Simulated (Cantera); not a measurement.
A closed system holds: 1 mol Si2H6, 3.7 mol HCl, 15 mol H2, held at 10000 Pa.

Method: chemical equilibrium by Gibbs-energy minimisation in Cantera with the NASA 1993 tables (ideal gas, pure condensed phases). Candidate condensed phases: Si; 19 gas species. The feed counts by its element totals alone. The numbers say what is thermodynamically allowed, not how fast it happens.

Over these rows the condensed part is Si(s). Partial pressures as log10 of bar:

| T (K) | 1000/T (1/K) | log p SiCl2 | log p H2 | log p HCl | log p SiCl4 |
|---|---|---|---|---|---|
| 1023 | 0.9775 | -4.19 | -1.03 | -2.73 | -2.54 |
| 1098 | 0.9107 | -3.67 | -1.03 | -2.50 | -2.60 |
| 1173 | 0.8525 | -3.25 | -1.04 | -2.32 | -2.70 |
| 1248 | 0.8013 | ? | -1.05 | -2.18 | -2.89 |
| 1323 | 0.7559 | -2.70 | -1.05 | -2.10 | -3.18 |
| 1398 | 0.7153 | -2.57 | -1.06 | -2.05 | -3.58 |

### Question
Fit log p(SiCl2) = a + b·(1000/T) to the five rows, give the apparent enthalpy, and predict the row at 1248 K.

### Answer
Means: 1000/T = 0.8424, log p = -3.276. Sxy = -0.289686, Sxx = 0.0466556, so b = -6.21 and a = -3.276 − (-6.21)×0.8424 = 1.96.
Apparent enthalpy: −19.145 × (-6.21) = 119 kJ/mol. With the condensed phases at unit activity, 1/2 Si(s) + 1/2 SiCl4(g) = SiCl2(g) links this pressure to the main gases: over the six rows their terms move log p by -0.52 in all, so the slope isn't that reaction's ΔH° alone. The five rows lie within 0.09 of the line.
Prediction at 1248 K: 1.96 + (-6.21)×0.8013 = -3.02. The computed value is -2.92, 0.10 from the line.
